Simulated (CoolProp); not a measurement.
Vapour-liquid equilibrium of R22 (1) + n-pentane (2) at 340.6 K; x and y are mole fractions of (1).

The numbers come from the multi-fluid Helmholtz-energy mixture model, Kamei 1995 and Thol 2019; pair parameters Bell 2016 in CoolProp.

**Question.** Give the bubble pressure and the first vapour's composition at x = 0.35, 0.65, 0.8. Is there an azeotrope?

**Answer.** x = 0.35: 1.336 MPa, y = 0.815; x = 0.65: 1.986 MPa, y = 0.899; x = 0.8: 2.311 MPa, y = 0.935. No azeotrope shows between x = 0.05 and 0.95.

Pair parameters are fitted to limited data, so mixtures are less certain than the pure fluids. The gap from Raoult's law changes sign with composition, which may be real or a fault of the pair parameters; it wasn't checked against measurements.
